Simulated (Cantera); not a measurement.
**Equilibrium for boron, boron nitride and boron oxide: borazine + N2 + H2**

Charge: 1 mol borazine, 0.63 mol N2, 0.12 mol H2, held at 44.0 mbar.

Equilibrium computed with Cantera from the NASA thermochemical tables; the gas is ideal and each condensed phase is pure. Candidate condensed phases: B, BN; 15 gas species. The feed counts by its element totals alone. Mutual solubility and eutectic melting of coexisting phases are not modelled. The tables' values for BH2 are old estimates; treat these amounts as uncertain. Gases not in the tables: B2H6 and higher boranes. Equilibrium is a limit: real reactors are often held back by kinetics, nucleation or transport.

```tsv
T (K)	x H2	x N2	x H	x BH2	n BN(s)	n B(s)	n B(l)
1123	0.832	0.168	1.85e-7	<1e-12	3.00	0	0
1223	0.832	0.168	1.31e-6	2.21e-12	3.00	0	0
1323	0.832	0.168	6.90e-6	6.03e-11	3.00	0	0
1423	0.832	0.168	2.89e-5	1.03e-9	3.00	0	0
1523	0.832	0.168	0.000100	1.21e-8	3.00	0	0
1623	0.832	0.168	0.000301	1.04e-7	3.00	0	0
1723	0.831	0.168	0.000793	6.95e-7	3.00	0	0
1823	0.830	0.168	0.00188	3.76e-6	3.00	0	0
1923	0.828	0.168	0.00409	1.70e-5	3.00	0	0
2023	0.824	0.167	0.00822	6.59e-5	3.00	0	0
2123	0.818	0.167	0.0155	0.000223	3.00	0	0
2223	0.806	0.166	0.0274	0.000674	3.00	0	0
2323	0.783	0.169	0.0459	0.00180	2.95	0.0376	0
2423	0.542	0.393	0.0622	0.00172	0	0	2.98
```
x: gas mole fraction; n: condensed amount in mol.

From 1123 K to 2223 K the condensed part is BN(s). At 2323 K the condensed part is B(s) + BN(s). At 2423 K the condensed part is B(l).
